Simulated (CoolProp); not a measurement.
Values from CoolProp's reference Helmholtz-energy equation of state, Akasaka 2022.

### Question
Give the vapour pressure (kPa), liquid density (kg/m³), enthalpy of vaporisation (kJ/kg), vapour Z of saturated R1233zd(E) at -14.65 °C.

### Answer
```tsv
T (°C)	p (kPa)	liquid density (kg/m³)	enthalpy of vaporisation (kJ/kg)	vapour Z
-14.65	24.4	1350	209	0.985
```
